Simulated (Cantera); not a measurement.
Charge: 1 mol CH2F2, 0.9 mol H2.

Equilibrium computed with Cantera from the NASA thermochemical tables; the gas is ideal and each condensed phase is pure. Candidate condensed phases: C, C6H6, C7H8, C8H18; 95 gas species. Rates play no part.

### Question
What condenses at these points (T in °C, P in Pa): (2625, 13); (1925, 600); (2725, 46); (2025, 13)?

### Answer
```tsv
T (°C)	P in Pa	condensed phases	C condensed (%)
2625	13	gas only	0.0
1925	600	C	99.6
2725	46	gas only	0.0
2025	13	C	99.4
```
